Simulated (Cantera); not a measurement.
A freely propagating, adiabatic, planar premixed flame of 12.0 % CO, 0.862 % H2, 8.38 % CH4, 16.5 % O2, 62.3 % N2, equivalence ratio 1.4, unburnt at 575 K and 0.490 bar; mixture-averaged transport, grid criteria slope 0.08 and curve 0.16, no radiation.

Detailed kinetics in Cantera: GRI-Mech 3.0 (53 species, 325 reactions). Burning velocities carry a grid error of a few per cent, more on coarse grids.

x: mole fraction of selected species; z is measured from the peak of heat release.

| z (mm) | T (K) | u (m/s) | x CO | x H2 | x CH4 | x HCO | x C2H4 | x HCN |
|---|---|---|---|---|---|---|---|---|
| -1.63 | 575 | 1.73 | 0.120 | 0.00918 | 0.0838 | <1e-8 | <1e-8 | <1e-8 |
| -1.08 | 576 | 1.74 | 0.119 | 0.0108 | 0.0836 | <1e-8 | 1.52e-8 | <1e-8 |
| -0.813 | 579 | 1.75 | 0.119 | 0.0132 | 0.0832 | <1e-8 | 1.64e-7 | <1e-8 |
| -0.542 | 617 | 1.88 | 0.119 | 0.0189 | 0.0810 | <1e-8 | 4.38e-6 | 2.13e-8 |
| -0.271 | 954 | 2.95 | 0.123 | 0.0307 | 0.0628 | 1.43e-6 | 0.000114 | 5.47e-7 |
| -0.135 | ? | 4.20 | ? | 0.0372 | ? | ? | ? | ? |
| 0 | 1722 | 5.42 | 0.146 | 0.0390 | 0.0108 | 9.58e-5 | 0.000306 | 4.45e-6 |
| 0.135 | 1902 | 5.99 | 0.143 | 0.0343 | 0.00132 | 4.56e-5 | 3.70e-5 | 5.32e-6 |
| 0.271 | 1953 | 6.12 | 0.132 | 0.0305 | 9.10e-5 | 5.54e-6 | 1.16e-6 | 3.33e-6 |
| 0.542 | 1986 | 6.18 | 0.116 | 0.0302 | 3.44e-7 | 2.51e-7 | <1e-8 | 8.65e-7 |
| 1.08 | 2019 | 6.24 | 0.109 | 0.0316 | <1e-8 | 1.99e-7 | <1e-8 | 7.79e-8 |
| 2.17 | 2060 | 6.35 | 0.107 | 0.0315 | <1e-8 | 1.70e-7 | <1e-8 | <1e-8 |
| 4.34 | 2114 | 6.49 | 0.107 | 0.0309 | <1e-8 | ? | <1e-8 | <1e-8 |

Q: Some entries are withheld; supply them.

A: 
- -0.135, T (K): 1345
- -0.135, x CO: 0.134
- -0.135, x CH4: 0.0370
- -0.135, x HCO: 2.79e-5
- -0.135, x C2H4: 0.000346
- -0.135, x HCN: 1.84e-6
- 4.34, x HCO: 1.34e-7
